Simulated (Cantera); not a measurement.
An isothermal, constant-pressure homogeneous reactor starts with H2 : O2 : N2 = 1.4 : 1 : 3.1 (molar parts), equivalence ratio 0.70, at 975 K and 100.0 Torr.

Detailed kinetics in Cantera: the H2/O2 subset of GRI-Mech 3.0, which has no nitrogen chemistry. Radical loss at walls, strong at low pressure, is not modelled. The temperature is held fixed by assumption; the heat of reaction is taken as removed at once.

x: mole fraction; the columns are a selection and need not sum to one.

```
t (s)           x H2    x O2         x O     x H2O      x H2O2       x HO2
--------  ----------  ------  ----------  --------  ----------  ----------
0.000100       0.255   0.182    5.53e-11  3.27e-10      <1e-12    2.68e-10
0.000422       0.255   0.182     1.30e-8   1.29e-7    2.30e-11     1.77e-8
0.00178       0.0242  0.0758     0.00258     0.249     2.35e-6     2.51e-5
0.00750      0.00137  0.0631     4.62e-5     0.290     1.58e-6     1.30e-5
0.0316    (withheld)  0.0626  (withheld)     0.291  (withheld)  (withheld)
0.133        2.97e-5  0.0625     3.19e-7     0.292     1.34e-7     8.15e-7
0.562        8.95e-7  0.0625     2.76e-8     0.292     2.01e-8     3.30e-8
2.37      (withheld)  0.0625  (withheld)     0.292  (withheld)  (withheld)
10.0         1.64e-9  0.0625     1.04e-9     0.292     1.04e-9    4.71e-10
```

Problem. What belongs in the gaps?

Solution. 
- 0.0316, x H2: 0.000256
- 0.0316, x O: 4.28e-6
- 0.0316, x H2O2: 8.64e-7
- 0.0316, x HO2: 4.97e-6
- 2.37, x H2: 1.01e-8
- 2.37, x O: 4.80e-9
- 2.37, x H2O2: 4.41e-9
- 2.37, x HO2: 1.99e-9
